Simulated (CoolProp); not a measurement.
Octamethyltrisiloxane (MDM) at 534.87 K and 1.49 MPa is throttled through a valve to 0.615 MPa with no heat exchange. Each further row changes one setting.

Values from CoolProp's reference Helmholtz-energy equation of state, Thol 2017.

```csv
case,temperature change (K),final phase,final density (kg/m³)
as stated,-23.4,"two-phase, vapour fraction 0.539",81.9
outlet pressure 0.184 MPa,-55.6,gas,12.0
outlet pressure 0.799 MPa,-7.6,"two-phase, vapour fraction 0.188",224
```
